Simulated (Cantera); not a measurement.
A Cantera script and its output.

```python
import numpy as np
import cantera as ct

gas = ct.Solution("gri30.yaml")
gas.TPX = 525, 550000, {'CH4': 1, 'O2': 1.18, 'N2': 4.42}
inlet = ct.Reservoir(gas, clone=True)
gas.equilibrate("HP")  # start burning
reactor = ct.IdealGasConstPressureReactor(gas, energy="on", clone=False)
exhaust = ct.Reservoir(gas, clone=True)
tau = [0.07, 0.04, 0.023, 0.013, 0.0073, 0.0042, 0.0024, 0.0013, 0.00076, 0.00043, 0.00025, 0.00014, 8e-05][0]
for a, b in ((inlet, reactor), (reactor, exhaust)):
    ct.MassFlowController(a, b, mdot=lambda t: reactor.mass / tau)
net = ct.ReactorNet([reactor])
show = ['CH4', 'O2', 'N2O', 'H', 'CH2', 'H2', 'CO']

rows = []
print(f"{'tau/s':>10s}{'T/K':>9s}" + "".join(f"{s:>11s}" for s in show))
for tau in [0.07, 0.04, 0.023, 0.013, 0.0073, 0.0042, 0.0024, 0.0013, 0.00076, 0.00043, 0.00025, 0.00014, 8e-05]:
    net.initial_time = 0.0
    net.advance(30 * tau)
    before = gas.X
    net.advance(40 * tau)
    drift = np.max(np.abs(gas.X - before) / (gas.X + 1e-9))
    rows.append([gas.T, *gas[show].X, drift])
    print(f"{tau:10.3e}{gas.T:9.1f}" + "".join(f"{x:11.3e}" for x in gas[show].X))
```

It prints:

```
     tau/s      T/K        CH4         O2        N2O          H        CH2         H2         CO
 7.000e-02   1951.8  3.793e-03  1.638e-04  9.845e-10  1.777e-04  2.944e-07  1.028e-01  9.505e-02
 4.000e-02   1957.0  4.748e-03  2.702e-04  1.152e-09  1.863e-04  4.528e-07  9.830e-02  9.216e-02
 2.300e-02   1961.9  5.785e-03  4.403e-04  1.438e-09  1.960e-04  6.888e-07  9.347e-02  8.904e-02
 1.300e-02   1966.1  6.947e-03  7.233e-04  1.932e-09  2.074e-04  1.052e-06  8.828e-02  8.576e-02
 7.300e-03   1968.6  8.224e-03  1.187e-03  2.754e-09  2.203e-04  1.592e-06  8.303e-02  8.259e-02
 4.200e-03   1968.1  9.570e-03  1.897e-03  4.033e-09  2.335e-04  2.322e-06  7.816e-02  7.991e-02
 2.400e-03   1962.9  1.112e-02  3.048e-03  6.156e-09  2.465e-04  3.303e-06  7.347e-02  7.771e-02
 1.300e-03   1948.4  1.321e-02  5.182e-03  1.026e-08  2.569e-04  4.589e-06  6.857e-02  7.602e-02
 7.600e-04   1921.4  1.584e-02  8.565e-03  1.714e-08  2.544e-04  5.573e-06  6.423e-02  7.516e-02
 4.300e-04   1845.6  2.178e-02  1.750e-02  3.662e-08  2.055e-04  4.967e-06  5.816e-02  7.444e-02
 2.500e-04    525.0  1.515e-01  1.788e-01 -6.265e-22 -1.551e-34 -3.442e-35 -4.597e-16 -6.280e-16
 1.400e-04    525.0  1.515e-01  1.788e-01 -2.892e-25  1.898e-33  3.029e-37 -2.122e-19 -2.899e-19
 8.000e-05    525.0  1.515e-01  1.788e-01 -1.827e-26  1.100e-33  5.823e-39 -1.341e-20 -1.831e-20
```

Detailed kinetics in Cantera: GRI-Mech 3.0 (53 species, 325 reactions).
